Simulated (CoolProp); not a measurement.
cis-2-butene along the isotherm 493.4 K: fugacity coefficient from the reference equation and from simpler models built on Tc = 435.8 K, pc = 4.236 MPa, ω = 0.202; each cubic takes its own stable root.

The numbers come from the reference Helmholtz-energy equation of state, Lemmon 2005 in CoolProp. It is a short technical equation, of lower accuracy than the large ones.

```csv
p (MPa),phase,reference
0.134,gas,0.9927
0.275,gas,0.9850
0.565,gas,0.9694
1.16,gas,0.9376
2.38,gas,0.8740
4.89,supercritical,0.7494
10,supercritical,0.5413
20.6,supercritical,0.3868
42.4,supercritical,0.3563
```

**Question.** How far does each simpler model (Redlich-Kwong, Soave-Redlich-Kwong, Peng-Robinson) lie from the reference over these 9 states: mean and median of the absolute difference, and the worst?

**Answer.** 
- Redlich-Kwong: mean 1.0 %, median 0.3 %, worst +4.6 % at 493.4 K and 42.4 MPa
- Soave-Redlich-Kwong: mean 3.3 %, median 0.5 %, worst +13.7 % at 493.4 K and 42.4 MPa
- Peng-Robinson: mean 1.1 %, median 0.7 %, worst -3.0 % at 493.4 K and 42.4 MPa
